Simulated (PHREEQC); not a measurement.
Consider water at 45 °C with 0.22 mol NH4Cl and 0.032 mol NaCl per kg of water. Closed to the air; pH follows from the charge balance.

All values are PHREEQC results (ion-association model, wateq4f.dat), not measurements.

The pH is 4.79, the ionic strength is 0.252 mol/kgw and the activity of water is 0.991.

| species | molality | activity | log γ |
|---|---|---|---|
| Cl- | 0.252 | 0.173 | -0.164 |
| NH4+ | 0.220 | 0.161 | -0.137 |
| Na+ | 0.0320 | 0.0232 | -0.141 |
| H+ | 2.09e-5 | 1.64e-5 | -0.106 |
| NH3 | 2.09e-5 | 2.09e-5 | 0.000 |
| OH- | 3.50e-9 | 2.38e-9 | -0.168 |

No solid was allowed to form. Complexes and solids missing from the database can't appear. Away from 25 °C the constants follow the database's enthalpies or fits; those with neither stay at their 25 °C values.
